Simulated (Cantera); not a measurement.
A perfectly stirred reactor is fed with 57.8 % NO, 42.2 % N₂, at 90.0 Torr; it is held at 2075 K, and followed from long to short residence time.

Model: GRI-Mech 3.0 (53 species, 325 reactions), integrated in Cantera.

x: mole fraction; the columns are a selection and need not sum to one.

| τ (s) | x NO | x N₂ | x O | x N₂O | x NO₂ |
|---|---|---|---|---|---|
| 2.7 | 0.192 | 0.615 | 0.00151 | 1.26e-5 | (withheld) |
| 1.2 | 0.305 | 0.558 | 0.00129 | 3.31e-5 | 0.000129 |
| 0.50 | 0.432 | 0.495 | 0.000987 | 7.07e-5 | 0.000135 |
| 0.21 | 0.514 | 0.454 | 0.000721 | 0.000106 | (withheld) |
| 0.092 | 0.551 | 0.435 | 0.000556 | 0.000126 | (withheld) |
| 0.040 | 0.567 | 0.427 | 0.000459 | 0.000133 | (withheld) |
| 0.017 | 0.573 | 0.424 | 0.000390 | 0.000131 | (withheld) |
| 0.0073 | 0.576 | 0.423 | 0.000318 | 0.000118 | (withheld) |
| 0.0031 | 0.577 | 0.422 | 0.000218 | 9.45e-5 | (withheld) |
| 0.0014 | 0.578 | 0.422 | 0.000118 | 6.51e-5 | (withheld) |
| 0.00058 | 0.578 | 0.422 | 4.84e-5 | 3.56e-5 | (withheld) |

Fill in the missing entries.


- 2.7, x NO₂: 9.67e-5
- 0.21, x NO₂: 0.000111
- 0.092, x NO₂: 8.60e-5
- 0.040, x NO₂: 6.95e-5
- 0.017, x NO₂: 5.84e-5
- 0.0073, x NO₂: 4.79e-5
- 0.0031, x NO₂: 3.33e-5
- 0.0014, x NO₂: 1.75e-5
- 0.00058, x NO₂: 6.01e-6
